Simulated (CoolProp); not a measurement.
Saturated liquid density (kg/m³) of m-xylene: the reference equation beside estimates from Tc = 616.9 K, pc = 3535 kPa, ω = 0.326. Rackett uses Z = 0.29056 − 0.08775 ω.

Values from CoolProp's reference Helmholtz-energy equation of state, Zhou 2012.

| T (K) | reference | Rackett | van der Waals | Redlich-Kwong | Soave-Redlich-Kwong | Peng-Robinson |
|---|---|---|---|---|---|---|
| 436.5 | 730.5 | ___ | 414.8 | 600.5 | ___ | 716.6 |
| 446.7 | ___ | ___ | 408.6 | 589.4 | 622.4 | 705.0 |
| 456.9 | 708.4 | 694.5 | 402.2 | 578.0 | 611.3 | 692.8 |
| 467.1 | 696.9 | 682.8 | 395.5 | 566.0 | ___ | 680.0 |
| 477.3 | 685.0 | 670.8 | 388.6 | 553.6 | 587.5 | 666.4 |
| 487.5 | 672.6 | 658.3 | 381.4 | 540.7 | 574.6 | 652.0 |
| 497.7 | 659.8 | 645.3 | 373.9 | 527.2 | 561.0 | 636.7 |
| 508 | 646.2 | 631.7 | 366.0 | 512.9 | 546.4 | ___ |

Problem. Some entries are withheld; supply them.

Solution. 
- 436.5, Rackett: 717.0
- 436.5, Soave-Redlich-Kwong: 632.9
- 446.7, reference: 719.6
- 446.7, Rackett: 705.9
- 467.1, Soave-Redlich-Kwong: 599.7
- 508, Peng-Robinson: 620.3

Absolute difference from the reference over all 8 rows, mean and median: Rackett 2.0 and 2.0 %, van der Waals 43.3 and 43.3 %, Redlich-Kwong 19.1 and 19.0 %, Soave-Redlich-Kwong 14.2 and 14.1 %, Peng-Robinson 2.7 and 2.6 %.
